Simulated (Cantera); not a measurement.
**Hydrogen reduction and annealing atmospheres: Cu2O + H2 + N2**

Input: 1 mol Cu2O, 52 mol H2, 75 mol N2, equilibrated at 1330 Pa.

These are equilibrium values from Cantera (NASA tables, ideal gas, pure condensed phases), not measurements of a reactor. Candidate condensed phases: Cu, CuO, Cu(OH)2, Cu2O, H2O; 27 gas species. Rates play no part.

```csv
T (K),log p N2,log p H2,log p Cu,log p H2O,log p H,log p Cu2,log p OH,log p NH3,n Cu(s),n Cu(l)
973,-2.10,-2.27,-11.29,-3.98,-10.10,<-13,<-13,-7.61,2.00,0
1048,-2.10,-2.27,-10.01,-3.98,-9.25,<-13,-13.46,-7.83,2.00,0
1123,-2.10,-2.27,-8.90,-3.98,-8.51,-13.86,-12.50,-8.01,2.00,0
1198,-2.10,-2.27,-7.93,-3.98,-7.86,-12.49,-11.67,-8.17,2.00,0
1273,-2.10,-2.27,-7.08,-3.98,-7.28,-11.29,-10.93,-8.32,2.00,0
1348,-2.10,-2.27,-6.33,-3.98,-6.77,-10.22,-10.27,-8.45,2.00,0
1423,-2.10,-2.27,-5.68,-3.98,-6.31,-9.32,-9.68,-8.56,0,1.98
1498,-2.10,-2.27,-5.10,-3.98,-5.90,-8.51,-9.16,-8.67,0,1.92
1573,-2.10,-2.27,-4.58,-3.98,-5.53,-7.79,-8.68,-8.76,0,1.75
1648,-2.11,-2.27,-4.10,-3.98,-5.19,-7.13,-8.24,-8.85,0,1.24
1723,-2.11,-2.28,-3.69,-3.99,-4.88,-6.57,-7.85,-8.94,0,0
1798,-2.11,-2.28,-3.69,-3.99,-4.59,-6.82,-7.48,-9.01,0,0
1873,-2.11,-2.28,-3.69,-3.99,-4.33,-7.04,-7.15,-9.08,0,0
1948,-2.11,-2.28,-3.69,-3.99,-4.09,-7.25,-6.84,-9.14,0,0
```
log p: log10 of the partial pressure in bar; n: condensed amount in mol.

From 973 K to 1348 K the condensed part is Cu(s). From 1423 K to 1648 K the condensed part is Cu(l). From 1723 K to 1948 K nothing is condensed.
